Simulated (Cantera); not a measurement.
# Thermal oxidation and active oxidation of silicon: Si + O2 + H2

Feed: 1 mol Si, 0.1 mol O2, 99 mol H2, held at 0.0100 bar.

Method: chemical equilibrium by Gibbs-energy minimisation in Cantera with the NASA 1993 tables (ideal gas, pure condensed phases). Candidate condensed phases: H2O, Si, SiO2; 18 gas species. Mutual solubility and eutectic melting of coexisting phases are not modelled. The tables hold silica as quartz up to 1696 K and as liquid above; real silica turns to tridymite and cristobalite and melts near 1996 K. Gases not in the tables: Si2H6 and higher silanes. Equilibrium is a limit: real reactors are often held back by kinetics, nucleation or transport.

```
T (K)   x H2       x H     x SiO      x Si     x SiH    x SiH2     x Si2  n Si(s)  n SiO2(β-quartz)  n Si(l)
-----  -----  --------  --------  --------  --------  --------  --------  -------  ----------------  -------
1000    1.00   2.27e-8   5.21e-8    <1e-12    <1e-12  9.37e-11    <1e-12    0.900            0.1000        0
1100   1.000   2.59e-7   2.30e-6  2.36e-12  7.13e-12   1.32e-9    <1e-12    0.900            0.0999        0
1200   1.000   1.97e-6   5.36e-5  1.39e-10  2.08e-10   1.19e-8    <1e-12    0.897            0.0973        0
1300   0.999   1.11e-5  0.000761   4.33e-9   3.59e-9   7.64e-8  1.06e-12    0.862            0.0623        0
1400   0.998   4.86e-5   0.00202   8.23e-8   4.10e-8   3.76e-7  4.89e-11    0.800                 0        0
1500   0.998  0.000176   0.00202   1.05e-6   3.37e-7   1.49e-6   1.35e-9    0.800                 0        0
1600   0.997  0.000543   0.00202   9.75e-6   2.12e-6   4.99e-6   2.43e-8    0.798                 0        0
1700   0.996   0.00147   0.00201   6.79e-5   1.05e-5   1.41e-5   2.97e-7        0                 0    0.791
1800   0.994   0.00357   0.00201  0.000318   3.61e-5   2.98e-5   1.92e-6        0                 0    0.761
1900   0.989   0.00789   0.00201   0.00126  0.000109   5.77e-5   1.01e-5        0                 0    0.655
```
x: gas mole fraction; n: condensed amount in mol.

From 1000 K to 1300 K the condensed part is Si(s) + SiO2(β-quartz). From 1400 K to 1600 K the condensed part is Si(s). From 1700 K to 1900 K the condensed part is Si(l). The main Si-bearing gas is SiO throughout.
